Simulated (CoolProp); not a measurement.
A closed Brayton cycle with dry air: compressor inlet 313.15 K and 0.72 MPa, high pressure 1.56 MPa, turbine inlet 700 K, compressor efficiency 0.85, turbine efficiency 0.9, recuperator effectiveness 0 (on enthalpy, no pinch check). Each further row changes one setting.

Values from CoolProp's reference Helmholtz-energy equation of state, Lemmon 2000. It is a pseudo-pure fit of the blend.

```tsv
case	thermal efficiency (%)	net work (kJ/kg)	compressor to turbine work	compressor exit (K)	turbine exit (K)
as stated	___	35.1	0.72	404.1	580.9
turbine inlet 650 K	10.1	___	0.78	404.1	___
compressor inlet 323.15 K	10.8	32.2	0.75	416.9	580.9
high pressure 1.33 MPa	9.6	___	0.69	383.7	___
recuperator effectiveness 0.5	___	35.1	0.72	404.1	580.9
```

Question: Fill in the missing entries.

Answer: 
- as stated, thermal efficiency (%): 11.3
- turbine inlet 650 K, net work (kJ/kg): 25.9
- turbine inlet 650 K, turbine exit (K): 538.3
- high pressure 1.33 MPa, net work (kJ/kg): 31.7
- high pressure 1.33 MPa, turbine exit (K): 603.7
- recuperator effectiveness 0.5, thermal efficiency (%): 16.0
